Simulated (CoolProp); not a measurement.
Vapour-liquid equilibrium of cyclohexane (1) + m-xylene (2) at 1.79 bar; x and y are mole fractions of (1).

Model: multi-fluid Helmholtz-energy mixture model, Zhou 2014 and Zhou 2012; pair parameters Bell 2016, in CoolProp.

```csv
x,"bubble temperature, mixture model (°C)","bubble temperature, Raoult's law (°C)","y, mixture model","y, Raoult's law"
0.05,154.7,155.8,0.187,0.173
0.2,(withheld),141.4,0.538,0.518
0.35,126.8,130.2,(withheld),0.712
0.5,118.6,121.2,0.821,0.829
0.65,112.2,113.9,(withheld),0.904
0.8,107.0,107.8,0.942,0.955
0.95,102.4,102.5,0.986,0.991
```

Question: What belongs in the gaps?

Answer: 
- 0.2, bubble temperature, mixture model (°C): 138.3
- 0.35, y, mixture model: 0.718
- 0.65, y, mixture model: 0.890

The largest gap from Raoult's law is -3.4 K in bubble temperature, at x = 0.35. No azeotrope shows between x = 0.05 and 0.95.

Pair parameters are fitted to limited data, so mixtures are less certain than the pure fluids.
